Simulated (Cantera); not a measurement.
## Thermodynamics of abatement and gas-phase synthesis, feed HBr + H₂ + O₂

Charge: 1 mol HBr, 1.7 mol H₂, 0.26 mol O₂, at 0.0270 bar.

These are equilibrium values from Cantera (NASA tables, ideal gas, pure condensed phases), not measurements of a reactor. Candidate condensed phases: Br₂, H₂O; 12 gas species. Rates play no part.

| T (K) | x H | x H₂ | x Br | x H₂O | x HBr | x O | x OH |
|---|---|---|---|---|---|---|---|
| 2450 | 0.0811 | 0.440 | 0.211 | 0.157 | 0.104 | 0.000692 | 0.00566 |
| 2550 | 0.122 | 0.416 | 0.225 | 0.146 | 0.0790 | 0.00181 | 0.00942 |
| 2650 | 0.177 | 0.383 | 0.231 | 0.131 | 0.0589 | 0.00435 | 0.0147 |
| 2750 | 0.243 | 0.341 | 0.232 | 0.110 | 0.0429 | 0.00949 | 0.0210 |
| 2850 | 0.320 | 0.292 | 0.226 | 0.0838 | 0.0304 | 0.0184 | 0.0270 |
| 2950 | 0.402 | 0.240 | 0.217 | 0.0563 | 0.0210 | 0.0312 | 0.0302 |
| 3050 | 0.483 | 0.187 | 0.205 | 0.0327 | 0.0142 | 0.0459 | 0.0291 |
| 3150 | 0.554 | 0.138 | 0.195 | 0.0165 | 0.00947 | 0.0594 | 0.0246 |
| 3250 | 0.611 | 0.0979 | 0.186 | 0.00756 | 0.00632 | 0.0697 | 0.0187 |
| 3350 | 0.654 | 0.0673 | 0.180 | 0.00325 | 0.00425 | 0.0765 | 0.0133 |
x: gas mole fraction; nothing condenses.

From 2450 K to 3350 K nothing is condensed.
